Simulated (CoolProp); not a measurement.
Vapour-liquid equilibrium of ethylene (1) + carbon dioxide (2) at 1.57 MPa; x and y are mole fractions of (1).

Computed with CoolProp (multi-fluid Helmholtz-energy mixture model, Smukala 2000 and Span 1996; pair parameters Bell 2016).

```json
[
 {"x": "0.05", "bubble temperature, mixture model (K)": "244.0", "bubble temperature, Raoult's law (K)": "245.5", "y, mixture model": "0.098", "y, Raoult's law": "0.066"},
 {"x": "0.2", "bubble temperature, mixture model (K)": "239.8", "bubble temperature, Raoult's law (K)": "244.0", "y, mixture model": "0.304", "y, Raoult's law": "0.252"},
 {"x": "0.35", "bubble temperature, mixture model (K)": "237.5", "bubble temperature, Raoult's law (K)": "242.4", "y, mixture model": "0.442", "y, Raoult's law": "0.423"},
 {"x": "0.5", "bubble temperature, mixture model (K)": "236.0", "bubble temperature, Raoult's law (K)": "240.9", "y, mixture model": "0.558", "y, Raoult's law": "0.579"},
 {"x": "0.65", "bubble temperature, mixture model (K)": "235.2", "bubble temperature, Raoult's law (K)": "239.3", "y, mixture model": "0.672", "y, Raoult's law": "0.721"},
 {"x": "0.8", "bubble temperature, mixture model (K)": "235.0", "bubble temperature, Raoult's law (K)": "237.8", "y, mixture model": "0.797", "y, Raoult's law": "0.849"},
 {"x": "0.95", "bubble temperature, mixture model (K)": "235.5", "bubble temperature, Raoult's law (K)": "236.3", "y, mixture model": "0.944", "y, Raoult's law": "0.964"}
]
```

The largest gap from Raoult's law is -4.9 K in bubble temperature, at x = 0.35. y crosses x between x = 0.65 and 0.8: the model has an azeotrope there.

The pair parameters rest on a limited set of measurements; away from them the model extrapolates.
